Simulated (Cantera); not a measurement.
## SiCl₄ + O₃ + H₂ (silicon oxide and oxynitride deposition)

A closed system holds: 1 mol SiCl₄, 0.77 mol O₃, 9 mol H₂, at 100 Torr.

Cantera equilibrium calculation (NASA polynomials, part measured and part estimated; ideal gas, pure solids and liquids). Candidate condensed phases: H₂O, Si, SiO₂; 30 gas species. The tables hold silica as quartz up to 1696 K and as liquid above; real silica turns to tridymite and cristobalite and melts near 1996 K. Equilibrium is a limit: real reactors are often held back by kinetics, nucleation or transport.

```json
[
 {"T (K)": "723", "log p H₂": "-1.09", "log p HCl": "-1.31", "log p H₂O": "-2.43", "log p H": "<-12", "log p Cl": "<-12", "n SiO₂(α-quartz)": "1.00", "n SiO₂(β-quartz)": "0"},
 {"T (K)": "798", "log p H₂": "-1.09", "log p HCl": "-1.31", "log p H₂O": "-2.43", "log p H": "-12.12", "log p Cl": "-12.33", "n SiO₂(α-quartz)": "1.00", "n SiO₂(β-quartz)": "0"},
 {"T (K)": "873", "log p H₂": "-1.09", "log p HCl": "-1.31", "log p H₂O": "-2.43", "log p H": "-10.88", "log p Cl": "-11.10", "n SiO₂(α-quartz)": "0", "n SiO₂(β-quartz)": "1.00"},
 {"T (K)": "948", "log p H₂": "-1.09", "log p HCl": "-1.31", "log p H₂O": "-2.43", "log p H": "-9.83", "log p Cl": "-10.07", "n SiO₂(α-quartz)": "0", "n SiO₂(β-quartz)": "1.00"},
 {"T (K)": "1023", "log p H₂": "-1.09", "log p HCl": "-1.31", "log p H₂O": "-2.43", "log p H": "-8.93", "log p Cl": "-9.19", "n SiO₂(α-quartz)": "0", "n SiO₂(β-quartz)": "1.00"},
 {"T (K)": "1098", "log p H₂": "-1.09", "log p HCl": "-1.31", "log p H₂O": "-2.43", "log p H": "-8.15", "log p Cl": "-8.42", "n SiO₂(α-quartz)": "0", "n SiO₂(β-quartz)": "1.00"},
 {"T (K)": "1173", "log p H₂": "-1.09", "log p HCl": "-1.31", "log p H₂O": "-2.43", "log p H": "-7.47", "log p Cl": "-7.76", "n SiO₂(α-quartz)": "0", "n SiO₂(β-quartz)": "1.00"},
 {"T (K)": "1248", "log p H₂": "-1.09", "log p HCl": "-1.31", "log p H₂O": "-2.43", "log p H": "-6.88", "log p Cl": "-7.17", "n SiO₂(α-quartz)": "0", "n SiO₂(β-quartz)": "1.00"},
 {"T (K)": "1323", "log p H₂": "-1.09", "log p HCl": "-1.31", "log p H₂O": "-2.43", "log p H": "-6.35", "log p Cl": "-6.65", "n SiO₂(α-quartz)": "0", "n SiO₂(β-quartz)": "1.00"},
 {"T (K)": "1398", "log p H₂": "-1.09", "log p HCl": "-1.31", "log p H₂O": "-2.43", "log p H": "-5.87", "log p Cl": "-6.18", "n SiO₂(α-quartz)": "0", "n SiO₂(β-quartz)": "1.00"}
]
```
log p: log10 of the partial pressure in bar; n: condensed amount in mol.

From 723 K to 798 K the condensed part is SiO₂(α-quartz). From 873 K to 1398 K the condensed part is SiO₂(β-quartz).
